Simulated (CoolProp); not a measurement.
A single-stage vapour-compression cycle with the fluid: evaporating at 230.15 K (dew point), condensing at 251.15 K (bubble point), superheat 5 K, subcooling 0 K, compressor efficiency 0.8, no pressure losses. The same conditions are run with several fluids, on thermodynamics alone (safety and materials aside).

Computed with CoolProp (reference Helmholtz-energy equation of state of each fluid (sulfur dioxide: Gao 2016; n-butane: Bücker 2006; CH2F2 (R32): Tillner-Roth 1997; carbon dioxide: Span 1996; chlorine: Thol 2021; dimethyl ether: Wu 2011)).

```
fluid           cooling COP  pressure ratio  discharge temperature (K)  refrigerating effect (kJ/kg)  volumetric capacity (kJ/m³)
--------------  -----------  --------------  -------------------------  ----------------------------  ---------------------------
sulfur dioxide         7.85             ___                      317.4                           392                          233
n-butane               8.20             ___                      267.0                           382                          163
CH2F2 (R32)             ___            2.43                      292.3                           343                         1480
carbon dioxide          ___             ___                      288.7                           289                         6560
chlorine               7.90            2.50                      310.1                           275                          678
dimethyl ether         8.12            2.68                      278.2                           445                          ___
```

Fill in the missing entries.


- sulfur dioxide, pressure ratio: 3.19
- n-butane, pressure ratio: 2.90
- CH2F2 (R32), cooling COP: 7.88
- carbon dioxide, cooling COP: 7.44
- carbon dioxide, pressure ratio: 2.06
- dimethyl ether, volumetric capacity (kJ/m³): 456
